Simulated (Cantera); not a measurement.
Input (Python, Cantera):

```python
import numpy as np
import cantera as ct

gas = ct.Solution("gri30.yaml")
gas.TPX = 1798, 20000, {'C3H8': 1, 'O2': 5.05, 'N2': 19, 'H2O': 0.026}
reactor = ct.IdealGasReactor(gas, energy="on", clone=False)
net = ct.ReactorNet([reactor])
net.rtol, net.atol = 1e-08, 1e-16
show = ['C3H8', 'O2', 'HO2', 'H2', 'H2O', 'CH2CO']
times = np.geomspace(1e-06, 4, 10)

steps = ct.SolutionArray(gas, extra=["t"])
rows = []
print(f"{'t/s':>10s}{'T/K':>9s}{'P/Pa':>11s}" + "".join(f"{s:>11s}" for s in show))
for t in times:
    while net.time < t:
        t_next = net.step()
        steps.append(gas.state, t=t_next)
    rows.append([np.interp(t, steps.t, y) for y in (steps.T, steps.P, *steps(*show).X.T)])
    print(f"{t:10.3e}{rows[-1][0]:9.1f}{rows[-1][1]:11.4g}" + "".join(f"{x:11.3e}" for x in rows[-1][2:]))
rate = np.gradient(steps.T, steps.t)
print("integrator steps:", len(steps.t))
if steps.T.max() > steps.T[0] + 200:
    print(f"time of steepest temperature rise: {steps.t[rate.argmax()]:.4e} s")
gas.TPX = 1798, 20000, {'C3H8': 1, 'O2': 5.05, 'N2': 19, 'H2O': 0.026}
gas.equilibrate("UV")
print(f"equilibrium (UV): T = {gas.T:.1f} K  " + "  ".join(f"{s} {gas[s].X[0]:.3e}" for s in show))
```

It prints:

```
       t/s      T/K       P/Pa       C3H8         O2        HO2         H2        H2O      CH2CO
 1.000e-06   1789.9  1.993e+04  3.902e-02  2.012e-01  2.599e-05  4.550e-05  1.039e-03  1.378e-09
 5.415e-06   1757.4  1.968e+04  3.442e-02  1.993e-01  2.891e-04  1.199e-03  1.473e-03  6.077e-06
 2.932e-05   1825.4  2.136e+04  7.137e-03  1.700e-01  8.932e-04  1.837e-02  1.851e-02  1.942e-03
 1.587e-04   2769.4  3.502e+04  8.053e-46  3.511e-02  4.633e-06  2.322e-02  8.905e-02  8.458e-18
 8.595e-04   2831.5  3.564e+04  4.064e-45  3.288e-02  5.541e-06  2.265e-02  9.212e-02  1.442e-17
 4.654e-03   2838.3  3.565e+04  7.075e-45  2.997e-02  5.374e-06  2.290e-02  9.320e-02  1.677e-17
 2.520e-02   2838.1  3.565e+04  7.183e-45  2.983e-02  5.357e-06  2.292e-02  9.324e-02  1.683e-17
 1.364e-01   2838.1  3.565e+04  7.183e-45  2.983e-02  5.357e-06  2.292e-02  9.324e-02  1.683e-17
 7.388e-01   2838.1  3.565e+04  7.183e-45  2.983e-02  5.357e-06  2.292e-02  9.324e-02  1.683e-17
 4.000e+00   2838.1  3.565e+04  7.183e-45  2.983e-02  5.357e-06  2.292e-02  9.324e-02  1.683e-17
integrator steps: 1462
time of steepest temperature rise: 4.5992e-05 s
equilibrium (UV): T = 2838.1 K  C3H8 1.647e-44  O2 2.983e-02  HO2 5.357e-06  H2 2.292e-02  H2O 9.324e-02  CH2CO 1.821e-17
```

Detailed kinetics in Cantera: GRI-Mech 3.0 (53 species, 325 reactions). GRI-Mech 3.0 was tuned for natural gas; its chemistry of propane as a main component is partial and can be far from experiment.
